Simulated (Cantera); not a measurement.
A freely propagating, adiabatic, planar premixed flame of H2 : O2 : N2 = 1 : 0.417 : 1.57 (molar parts), equivalence ratio 1.2, unburnt at 600 K and 0.110 bar; mixture-averaged transport, grid criteria slope 0.08 and curve 0.16, no radiation.

Model: the H2/O2 subset of GRI-Mech 3.0, which has no nitrogen chemistry, integrated in Cantera. Burning velocities carry a grid error of a few per cent, more on coarse grids.

Q: What does this change do: 0.21 parts H2O added?

A: 
```
quantity                    before     after
------------------------  --------  --------
laminar burning velocity  624 cm/s  595 cm/s
thermal thickness          8.28 mm   8.12 mm
peak x(O)                   0.0134    0.0109
peak x(OH)                  0.0173    0.0153
peak x(HO2)                4.03e-5   5.61e-5
```
